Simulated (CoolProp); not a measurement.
A single-stage vapour-compression cycle with propylene: evaporating at 322.15 K (dew point), condensing at 350.15 K (bubble point), superheat 0 K, subcooling 8 K, compressor efficiency 0.9, no pressure losses. Each further row changes one setting.

The numbers come from the reference Helmholtz-energy equation of state, Lemmon 2013 in CoolProp.

| case | cooling COP | pressure ratio | discharge temperature (K) | refrigerating effect (kJ/kg) | volumetric capacity (kJ/m³) |
|---|---|---|---|---|---|
| as stated | 8.01 | 1.75 | 357.9 | 219 | 9790 |
| evaporating temperature 327.15 K | 10.1 | ? | ? | 221 | 11200 |
| condensing temperature 345.15 K | ? | ? | 351.5 | 236 | ? |
| subcooling 13 K | 8.65 | 1.75 | 357.9 | 237 | 10600 |
| superheat 10 K | 8.07 | 1.75 | ? | 243 | ? |
| compressor efficiency 0.8 | 7.12 | 1.75 | 359.0 | 219 | 9790 |

Task: Complete the blanks.

Result: 
- evaporating temperature 327.15 K, pressure ratio: 1.57
- evaporating temperature 327.15 K, discharge temperature (K): 356.8
- condensing temperature 345.15 K, cooling COP: 10.3
- condensing temperature 345.15 K, pressure ratio: 1.59
- condensing temperature 345.15 K, volumetric capacity (kJ/m³): 10500
- superheat 10 K, discharge temperature (K): 366.6
- superheat 10 K, volumetric capacity (kJ/m³): 9940
